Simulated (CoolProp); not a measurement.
R134a along the isobar 1.24 MPa: fugacity coefficient from the reference equation and from simpler models built on Tc = 101.1 °C, pc = 4.059 MPa, ω = 0.327; each cubic takes its own stable root.

Values from CoolProp's reference Helmholtz-energy equation of state, Tillner-Roth 1994.

```csv
T (°C),phase,reference
36.45,liquid,0.6327
50.95,gas,0.8196
65.55,gas,0.8470
80.05,gas,0.8688
94.65,gas,0.8868
109.25,gas,0.9018
123.75,gas,0.9143
138.35,gas,0.9249
152.95,gas,0.9340
167.45,gas,0.9418
```

Question: How far does each simpler model (Redlich-Kwong, Soave-Redlich-Kwong, Peng-Robinson) lie from the reference over these 10 states: mean and median of the absolute difference, and the worst?

Answer: 
- Redlich-Kwong: mean 3.9 %, median 0.6 %, worst +30.3 % at 36.45 °C and 1.24 MPa
- Soave-Redlich-Kwong: mean 0.9 %, median 0.5 %, worst +3.2 % at 36.45 °C and 1.24 MPa
- Peng-Robinson: mean 0.6 %, median 0.7 %, worst +0.9 % at 36.45 °C and 1.24 MPa

At some of these states Redlich-Kwong gives the other phase, because its saturation line lies elsewhere.
